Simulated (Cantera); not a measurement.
Input: 1 mol SiO2, 0.003 mol Si, 5.1 mol N2, at 2.50 bar.

Method: chemical equilibrium by Gibbs-energy minimisation in Cantera with the NASA 1993 tables (ideal gas, pure condensed phases). Candidate condensed phases: Si, SiO2, Si2N2O, Si3N4; 16 gas species. The tables hold silica as quartz up to 1696 K and as liquid above; real silica turns to tridymite and cristobalite and melts near 1996 K. Rates play no part. All values below are at 2275 K.

Base state: N2 0.999, SiO 0.00122, NO 4.14e-5 (mole fractions); condensed: SiO2(l).

Task: What changes in the equilibrium state with this change: Si from 0.003 to 0.028 mol?

Result: 
```tsv
species	before	after
N2	0.999	0.989
SiO	0.00122	0.0109
NO	4.14e-5	4.64e-6
SiO2(l), mol	0.997	0.972
```
